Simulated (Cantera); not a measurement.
A closed system holds: 1 mol B2O3, 11 mol HCl, at 1275 °C and 1330 Pa.

Equilibrium computed with Cantera from the NASA thermochemical tables; the gas is ideal and each condensed phase is pure. Candidate condensed phases: B, B2O3, B3O3H3, H2O; 33 gas species. The tables' values for BOCl are old estimates; treat these amounts as uncertain. Gases not in the tables: BHCl2. Rates play no part.

Base state: HCl 0.968, HBO2 0.0101, BOCl 0.00898, Cl 0.00439, B2O3 0.00421, H2 0.00221, H2O 0.00101, BCl3 0.000765 (mole fractions); condensed: B2O3(l).

**Question.** What changes in the equilibrium state with this change: temperature from 1275 °C to 875 °C?

**Answer.** 
| species | before | after |
|---|---|---|
| HCl | 0.968 | 0.999 |
| H2O | 0.00101 | 0.000318 |
| BCl3 | 0.000765 | 0.000180 |
| HBO2 | 0.0101 | 5.91e-5 |
| BOCl | 0.00898 | 1.23e-5 |
| B2O3 | 0.00421 | 1.16e-7 |
| HBO | 1.60e-5 | <1e-9 |
| H | 1.25e-5 | 4.38e-9 |
| Cl | 0.00439 | 7.74e-5 |
| H2 | 0.00221 | 4.98e-5 |
| B2O3(l), mol | 0.838 | 0.998 |

**Question.** What changes in the equilibrium state with this change: temperature from 1275 °C to 752 °C?

**Answer.** 
```json
[
 {"species": "HCl", "before": "0.968", "after": "1.000"},
 {"species": "H2O", "before": "0.00101", "after": "0.000171"},
 {"species": "BCl3", "before": "0.000765", "after": "9.48e-5"},
 {"species": "HBO2", "before": "0.0101", "after": "4.95e-6"},
 {"species": "BOCl", "before": "0.00898", "after": "5.64e-7"},
 {"species": "B2O3", "before": "0.00421", "after": "<1e-9"},
 {"species": "HBO", "before": "1.60e-5", "after": "<1e-9"},
 {"species": "H", "before": "1.25e-5", "after": "<1e-9"},
 {"species": "B2O3(l), mol", "before": "0.838", "after": "0.999"}
]
```

**Question.** What changes in the equilibrium state with this change: temperature from 1275 °C to 477 °C?

**Answer.** 
```tsv
species	before	after
HCl	0.968	1.000
H2O	0.00101	1.80e-5
BCl3	0.000765	1.09e-5
HBO2	0.0101	<1e-9
BOCl	0.00898	<1e-9
B2O3	0.00421	<1e-9
Cl	0.00439	8.25e-9
H2	0.00221	1.27e-7
HBO	1.60e-5	<1e-9
B2O3(l), mol	0.838	1.000
```
